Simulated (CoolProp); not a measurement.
CH3F (R41) along the isotherm 328.5 K: density (kg/m³) from the reference equation and from simpler models built on Tc = 317.3 K, pc = 5.906 MPa, ω = 0.200; each cubic takes its own stable root.

The numbers come from the reference Helmholtz-energy equation of state, Lemmon 2006 in CoolProp. It is a short technical equation, of lower accuracy than the large ones.

| p (MPa) | phase | reference |
|---|---|---|
| 0.185 | gas | 2.331 |
| 0.369 | gas | 4.702 |
| 0.554 | gas | 7.142 |
| 0.738 | gas | 9.627 |
| 0.923 | gas | 12.19 |
| 1.11 | gas | 14.84 |
| 1.29 | gas | 17.46 |
| 1.48 | gas | 20.31 |
| 1.66 | gas | 23.07 |
| 1.85 | gas | 26.08 |
| 2.03 | gas | 29.02 |
| 2.21 | gas | 32.04 |
| 2.4 | gas | 35.33 |
| 2.58 | gas | 38.56 |
| 2.77 | gas | 42.08 |
| 2.95 | gas | 45.54 |

**Question.** How far does each simpler model (ideal gas, van der Waals, Peng-Robinson) lie from the reference over these 16 states: mean and median of the absolute difference, and the worst?

**Answer.** 
- ideal gas: mean 9.9 %, median 9.8 %, worst -19.3 % at 328.5 K and 2.95 MPa
- van der Waals: mean 2.2 %, median 2.2 %, worst -4.4 % at 328.5 K and 2.95 MPa
- Peng-Robinson: mean 0.4 %, median 0.3 %, worst -0.8 % at 328.5 K and 2.95 MPa
